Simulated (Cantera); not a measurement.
A diamond (100) surface in a fixed gas of H2 with x(CH4) = 0.0033, x(H) = 0.021, at 1025 K, 0.0493 atm; coverages are run to steady state.

Detailed kinetics in Cantera: the Harris–Goodwin 1993 mechanism for the reconstructed diamond (100) surface.

θ: site fractions in the mechanism's names (c6HH fully hydrogenated, c6H* and c6*H radical sites, c6** diradical, c6HM methylated).

```json
[
 {"x(CH3)": "1e-06", "growth (µm/h)": "(withheld)", "θ c6HH": "0.574", "θ c6H*": "0.0208", "θ c6*H": "0.393", "θ c6**": "0.0117", "θ c6HM": "2.32e-5"},
 {"x(CH3)": "2.3e-06", "growth (µm/h)": "(withheld)", "θ c6HH": "0.574", "θ c6H*": "0.0208", "θ c6*H": "0.393", "θ c6**": "0.0117", "θ c6HM": "5.33e-5"},
 {"x(CH3)": "5.4e-06", "growth (µm/h)": "(withheld)", "θ c6HH": "0.574", "θ c6H*": "0.0208", "θ c6*H": "0.393", "θ c6**": "0.0117", "θ c6HM": "0.000125"},
 {"x(CH3)": "1.2e-05", "growth (µm/h)": "(withheld)", "θ c6HH": "0.574", "θ c6H*": "0.0208", "θ c6*H": "0.393", "θ c6**": "0.0117", "θ c6HM": "0.000278"},
 {"x(CH3)": "2.9e-05", "growth (µm/h)": "(withheld)", "θ c6HH": "0.574", "θ c6H*": "0.0208", "θ c6*H": "0.393", "θ c6**": "0.0117", "θ c6HM": "0.000671"},
 {"x(CH3)": "6.6e-05", "growth (µm/h)": "(withheld)", "θ c6HH": "0.573", "θ c6H*": "0.0208", "θ c6*H": "0.392", "θ c6**": "0.0117", "θ c6HM": "0.00153"},
 {"x(CH3)": "0.00015", "growth (µm/h)": "(withheld)", "θ c6HH": "0.571", "θ c6H*": "0.0207", "θ c6*H": "0.391", "θ c6**": "0.0116", "θ c6HM": "0.00346"},
 {"x(CH3)": "0.00036", "growth (µm/h)": "(withheld)", "θ c6HH": "0.568", "θ c6H*": "0.0206", "θ c6*H": "0.389", "θ c6**": "0.0115", "θ c6HM": "0.00823"},
 {"x(CH3)": "0.00082", "growth (µm/h)": "(withheld)", "θ c6HH": "0.560", "θ c6H*": "0.0203", "θ c6*H": "0.383", "θ c6**": "0.0113", "θ c6HM": "0.0184"}
]
```

Problem. What belongs in the gaps?

Solution. 
- 1e-06, growth (µm/h): 0.0293
- 2.3e-06, growth (µm/h): 0.0673
- 5.4e-06, growth (µm/h): 0.158
- 1.2e-05, growth (µm/h): 0.351
- 2.9e-05, growth (µm/h): 0.848
- 6.6e-05, growth (µm/h): 1.93
- 0.00015, growth (µm/h): 4.37
- 0.00036, growth (µm/h): 10.4
- 0.00082, growth (µm/h): 23.3
